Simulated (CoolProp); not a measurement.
Values from CoolProp's reference Helmholtz-energy equation of state, Lemmon 2006. It is a short technical equation, of lower accuracy than the large ones.

### Question
For toluene, give the phase and the cp (kJ/(kg K)) at 342.9 K and 1.01 bar; 384.9 K and 1.01 bar; 468.9 K and 1.01 bar.

### Answer
- 342.9 K and 1.01 bar: liquid; cp 1.85
- 384.9 K and 1.01 bar: gas; cp 1.50
- 468.9 K and 1.01 bar: gas; cp 1.77
